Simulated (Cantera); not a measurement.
A perfectly stirred reactor is fed with H₂ : O₂ : N₂ = 1 : 0.649 : 2.44 (molar parts), equivalence ratio 0.77, at 6.12 atm; it is adiabatic with a 425 K inlet, and is followed from long to short residence time, starting on the burning branch (τ in s: 0.27, 0.13, 0.064, 0.031, 0.015, 0.0071, 0.0034, 0.0017, 0.0008, 0.00038, 0.00019, 8.9e-05, 4.3e-05).

Model: GRI-Mech 3.0 (53 species, 325 reactions), integrated in Cantera. The hydrogen kinetics of GRI-Mech 3.0 are dated; newer H2 mechanisms differ, most at raised pressure.

Q: What does this change do: 0.079 parts H2O added?

A: 
```
quantity                                                                          before                                   after
------------------------------------------------  --------------------------------------  --------------------------------------
blow-out, bracketed by the residence times tried  burning at 43.0 µs, the shortest tried  burning at 43.0 µs, the shortest tried
x(H₂) at τ = 0.270 s                                                            0.000778                                0.000656
x(O₂) at τ = 0.270 s                                                              0.0386                                  0.0382
x(H₂O₂) at τ = 0.270 s                                                           4.96e-7                                 4.71e-7
x(HO₂) at τ = 0.270 s                                                            4.79e-6                                 4.31e-6
x(H) at τ = 0.270 s                                                              7.51e-5                                 5.58e-5
x(H₂) at τ = 3.40 ms                                                             0.00123                                 0.00114
x(O₂) at τ = 3.40 ms                                                              0.0406                                  0.0398
x(H₂O₂) at τ = 3.40 ms                                                           5.78e-7                                 5.70e-7
x(HO₂) at τ = 3.40 ms                                                            6.16e-6                                 5.85e-6
x(H) at τ = 3.40 ms                                                             0.000138                                0.000114
```
